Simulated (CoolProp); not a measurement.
CF4 (R14) at 293.15 K and 0.292 MPa flows at 3.1 m/s in a round tube of 50 mm bore and 0.25 µm roughness, fully developed (64/Re and Nu = 3.66 if laminar; Colebrook and Gnielinski if turbulent). Each further row changes one setting.

The numbers come from the reference Helmholtz-energy equation of state, Platzer 1990 in CoolProp. This equation is an older, rougher fit.

```tsv
case	Reynolds number	Darcy friction factor	pressure drop (Pa/m)	heat-transfer coefficient (W/(m² K))	mass flow (kg/h)
as stated	96700	0.0181	18.6	57.4	234
velocity 6.2 m/s	193000	0.0158	64.7	99.5	467
diameter 100 mm	193000	0.0158	8.08	49.7	935
```

Viscosity comes from a separate model (Huber 2003), an estimate that may be off by 10 % or more. Thermal conductivity comes from a separate model (Huber 2003), an estimate that may be off by 10 % or more.
